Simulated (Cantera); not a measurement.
Feed: 1 mol FeS, 1.8 mol H2S, 0.2 mol CO2, held at 7.50 Torr.

Method: chemical equilibrium by Gibbs-energy minimisation in Cantera with the NASA 1993 tables (ideal gas, pure condensed phases). Candidate condensed phases: C, C6H6, C7H8, C8H18, Fe, Fe(CO)5, FeO, Fe(OH)2, Fe(OH)3, FeS, FeSO4, FeS2, Fe2O3, Fe2(SO4)3, Fe3O4, H2O, H2SO4, S; 127 gas species. FeS: taken at fixed stoichiometry. Gases not in the tables: S3 to S7. Rates play no part. All values below are at 1150 K.

Base state: H2S 0.390, H2 0.283, S2 0.174, H2O 0.0691, CO 0.0660, CO2 0.0135, COS 0.00289, SH 0.000586 (mole fractions); condensed: FeS(s).

Problem. What changes in the equilibrium state with this change: pressure from 7.50 Torr to 11300 Torr?

Solution. 
```
species        before    after
-----------  --------  -------
H2S             0.390    0.780
H2O            0.0691   0.0571
CO2            0.0135   0.0423
H2              0.283   0.0341
S2              0.174   0.0320
COS           0.00289   0.0218
CO             0.0660   0.0300
CS2          0.000146  0.00267
SH           0.000586  8.71e-5
SO2           1.86e-5  9.71e-6
S2O           2.02e-5  2.54e-5
FeS(s), mol      1.00     1.00
```

Problem. What changes in the equilibrium state with this change: pressure from 7.50 Torr to 20.3 Torr?

Solution. 
| species | before | after |
|---|---|---|
| H2S | 0.390 | 0.472 |
| H2 | 0.283 | 0.227 |
| S2 | 0.174 | 0.146 |
| CO2 | 0.0135 | 0.0165 |
| CO | 0.0660 | 0.0644 |
| H2O | 0.0691 | 0.0691 |
| CS2 | 0.000146 | 0.000260 |
| COS | 0.00289 | 0.00424 |
| SH | 0.000586 | 0.000481 |
| SO2 | 1.86e-5 | 1.61e-5 |
| FeS(s), mol | 1.00 | 1.00 |
